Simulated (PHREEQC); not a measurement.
A solution holds 89 mmol/kgw NH4HF2, 0.16 mmol/kgw (NH4)2SiF6, 1.2 mmol/kgw HBF4 and 8.3 mmol/kgw H2SO4, at 25 °C and 100 atm. Closed to the air; pH follows from the charge balance.

Computed with PHREEQC (ion-association model, phreeqc.dat).

Each row changes one thing in this solution. No solid was allowed to form.

```csv
case,pH,ionic strength (mol/kgw),HF (mol/kgw),F- (mol/kgw),HF2- (mol/kgw),SO4-2 (mol/kgw)
as made,2.83,0.0946,0.0869,0.0556,0.0177,0.00567
diluted 10-fold with water,3.03,0.0106,0.00935,0.00791,0.000272,0.000732
(NH4)2SiF6 left out,2.83,0.0942,0.0869,0.0556,0.0177,0.00567
diluted 100-fold with water,3.38,0.00141,0.000666,0.00116,2.85e-6,7.96e-5
HBF4 left out,2.85,0.0946,0.0857,0.0566,0.0178,0.00568
temperature from 25 to 35 °C,2.91,0.0944,0.0864,0.0546,0.0185,0.00569
temperature from 25 to 55 °C,3.06,0.0941,0.0860,0.0534,0.0193,0.00572
NH4HF2 left out,1.91,0.0189,0.00327,0.000218,2.62e-6,0.00481
```

Under pressure, the constants of complexes without a molar volume in the database are unreliable. At this temperature some constants are extrapolated from 25 °C, and those without enthalpy data are left unchanged. SiF6-2 is the database's only silicon fluoride. Real BF4- forms and hydrolyses slowly; the run takes it at equilibrium.
